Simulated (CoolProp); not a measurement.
Nitrogen at 298.15 K and 1.05 MPa is compressed adiabatically to 8.07 MPa with isentropic efficiency 0.85. Each further row changes one setting.

Model: reference Helmholtz-energy equation of state, Span 2000, in CoolProp.

```tsv
case	work (kJ/kg)	final temperature (K)	final density (kg/m³)
as stated	292	574.7	45.7
efficiency 1	249	534.6	49.1
efficiency 0.65	382	656.4	40.0
```
